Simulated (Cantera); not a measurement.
Feed: 1 mol MgCO3, 7.2 mol H2O, at 1023.15 K and 1330 Pa.

These are equilibrium values from Cantera (NASA tables, ideal gas, pure condensed phases), not measurements of a reactor. Candidate condensed phases: C, C6H6, C7H8, C8H18, H2O, Mg, MgCO3, MgO, Mg(OH)2; 116 gas species. Kinetics and transport are ignored.

Base state: H2O 0.878, CO2 0.122 (mole fractions); condensed: MgO(s).

### Question
What changes in the equilibrium state with this change: 0.021 mol CH4 added?

### Answer
```
species       before     after
-----------  -------  --------
H2O            0.878     0.867
CO2            0.122     0.123
H2           1.47e-6   0.00917
CO           1.56e-7  0.000993
MgO(s), mol     1.00      1.00
```
